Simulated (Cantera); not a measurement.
Feed: 1 mol SiO₂, 3.1 mol C, 0.2 mol CO, at 1430 Torr.

Cantera equilibrium calculation (NASA polynomials, part measured and part estimated; ideal gas, pure solids and liquids). Candidate condensed phases: C, Si, SiC, SiO₂; 20 gas species. The tables hold silica as quartz up to 1696 K and as liquid above; real silica turns to tridymite and cristobalite and melts near 1996 K. Kinetics and transport are ignored.

x: gas mole fraction; n: condensed amount in mol.

| T (°C) | x CO | x SiO | x CO₂ | x Si | x SiC₂ | x Si₂C | x Si₂ | n C(graphite) | n SiO₂(β-quartz) | n SiO₂(condensed) | n SiC(s) |
|---|---|---|---|---|---|---|---|---|---|---|---|
| 1127 | 0.997 | 5.73e-9 | 0.00324 | <1e-12 | <1e-12 | <1e-12 | <1e-12 | 3.10 | 1.00 | 0 | 0 |
| 1202 | 0.998 | 1.10e-7 | 0.00157 | <1e-12 | <1e-12 | <1e-12 | <1e-12 | 3.10 | 1.00 | 0 | 0 |
| 1277 | 0.999 | ___ | ___ | <1e-12 | <1e-12 | <1e-12 | <1e-12 | 3.10 | 1.00 | 0 | 0 |
| 1352 | 1.000 | 1.77e-5 | 0.000457 | 5.48e-12 | <1e-12 | <1e-12 | <1e-12 | 3.10 | 1.000 | 0 | 0 |
| 1427 | 1.000 | ___ | ___ | ___ | ___ | <1e-12 | <1e-12 | 3.10 | 0 | 1.000 | 0 |
| 1502 | 0.999 | 0.00115 | 0.000165 | 5.51e-9 | 6.93e-11 | 1.14e-11 | <1e-12 | 3.10 | 0 | 1.000 | 0 |
| 1577 | 0.994 | 0.00635 | 0.000105 | 1.02e-7 | 1.98e-9 | 1.40e-9 | 2.15e-11 | 0.128 | 0 | 0 | 0.986 |
| 1652 | 0.992 | 0.00771 | 6.95e-5 | 3.76e-7 | 1.08e-8 | 7.42e-9 | 1.33e-10 | 0.134 | 0 | 0 | 0.983 |
| 1727 | 0.991 | 0.00923 | 4.77e-5 | 1.26e-6 | 5.20e-8 | 3.44e-8 | 7.14e-10 | 0.141 | 0 | 0 | 0.980 |
| 1802 | 0.989 | 0.0109 | 3.37e-5 | 3.84e-6 | 2.23e-7 | 1.43e-7 | 3.39e-9 | 0.148 | 0 | 0 | 0.976 |
| 1877 | 0.987 | 0.0127 | 2.44e-5 | 1.08e-5 | 8.58e-7 | 5.34e-7 | 1.44e-8 | 0.156 | 0 | 0 | 0.972 |
| 1952 | 0.985 | 0.0146 | 1.81e-5 | 2.85e-5 | 3.01e-6 | 1.82e-6 | 5.55e-8 | 0.165 | 0 | 0 | 0.968 |
| 2027 | 0.983 | 0.0167 | 1.37e-5 | 7.04e-5 | 9.72e-6 | 5.72e-6 | 1.95e-7 | 0.174 | 0 | 0 | 0.963 |

Question: Fill in the missing entries.

Answer: 
- 1427, x SiO: 0.000159
- 1427, x CO₂: 0.000268
- 1427, x Si: 2.05e-10
- 1427, x SiC₂: 1.61e-12
- 1277, x SiO: 1.59e-6
- 1277, x CO₂: 0.000822
